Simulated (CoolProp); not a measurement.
Vapour-liquid equilibrium of CHF3 (R23) (1) + R227EA (2) at 177 kPa; x and y are mole fractions of (1).

Values from CoolProp's multi-fluid Helmholtz-energy mixture model, Penoncello 2003 and Lemmon 2016; pair parameters Bell 2016.

```json
[
 {"x": "0.05", "bubble temperature, mixture model (°C)": "___", "bubble temperature, Raoult's law (°C)": "-15.9", "y, mixture model": "___", "y, Raoult's law": "0.447"},
 {"x": "0.15", "bubble temperature, mixture model (°C)": "-33.5", "bubble temperature, Raoult's law (°C)": "-32.8", "y, mixture model": "0.768", "y, Raoult's law": "0.775"},
 {"x": "0.25", "bubble temperature, mixture model (°C)": "-45.3", "bubble temperature, Raoult's law (°C)": "-43.2", "y, mixture model": "0.890", "y, Raoult's law": "0.886"},
 {"x": "0.35", "bubble temperature, mixture model (°C)": "___", "bubble temperature, Raoult's law (°C)": "-50.3", "y, mixture model": "___", "y, Raoult's law": "0.935"},
 {"x": "0.45", "bubble temperature, mixture model (°C)": "___", "bubble temperature, Raoult's law (°C)": "-55.7", "y, mixture model": "0.961", "y, Raoult's law": "0.961"},
 {"x": "0.55", "bubble temperature, mixture model (°C)": "___", "bubble temperature, Raoult's law (°C)": "-59.9", "y, mixture model": "0.974", "y, Raoult's law": "0.976"},
 {"x": "0.65", "bubble temperature, mixture model (°C)": "-64.5", "bubble temperature, Raoult's law (°C)": "-63.3", "y, mixture model": "0.982", "y, Raoult's law": "0.985"},
 {"x": "0.75", "bubble temperature, mixture model (°C)": "-66.8", "bubble temperature, Raoult's law (°C)": "-66.2", "y, mixture model": "0.988", "y, Raoult's law": "0.991"},
 {"x": "0.85", "bubble temperature, mixture model (°C)": "-68.8", "bubble temperature, Raoult's law (°C)": "-68.6", "y, mixture model": "0.993", "y, Raoult's law": "0.996"},
 {"x": "0.95", "bubble temperature, mixture model (°C)": "-70.8", "bubble temperature, Raoult's law (°C)": "-70.8", "y, mixture model": "___", "y, Raoult's law": "0.999"}
]
```

Complete the blanks.


- 0.05, bubble temperature, mixture model (°C): -14.8
- 0.05, y, mixture model: 0.400
- 0.35, bubble temperature, mixture model (°C): -53.0
- 0.35, y, mixture model: 0.938
- 0.45, bubble temperature, mixture model (°C): -58.1
- 0.55, bubble temperature, mixture model (°C): -61.8
- 0.95, y, mixture model: 0.998

The largest gap from Raoult's law is -2.7 K in bubble temperature, at x = 0.35. No azeotrope shows between x = 0.05 and 0.95.

Pair parameters are fitted to limited data, so mixtures are less certain than the pure fluids. The gap from Raoult's law changes sign with composition, which may be real or a fault of the pair parameters; it wasn't checked against measurements.
